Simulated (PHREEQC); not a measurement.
Solution (25 °C): 6.9 mmol/kgw H3PO4 and 0.09 mmol/kgw Na2SO4. Closed to the air; pH follows from the charge balance.

Equilibrium calculation in PHREEQC: ion-association model, wateq4f.dat.

| quantity | before | after |
|---|---|---|
| pH | 2.39 | 4.17 |
| ionic strength (mol/kgw) | 0.00464 | 7.11e-5 |
| H2PO4- (mol/kgw) | 0.00441 | 6.83e-5 |
| H3PO4 (mol/kgw) | 0.00248 | 6.74e-7 |
| HPO4-2 (mol/kgw) | 8.28e-8 | 6.44e-8 |

Q: What was changed between the two runs?
A. diluted 100-fold with water
B. Na2SO4 from 9e-05 to 0.000135 mol/kgw
C. temperature from 25 to 65 °C
D. H3PO4 from 0.0069 to 0.069 mol/kgw
E. Na2SO4 left out

A: A, diluted 100-fold with water

Precipitation was switched off in this run. H3PO4, which wateq4f.dat lacks, is added to it with the constant of phreeqc.dat.
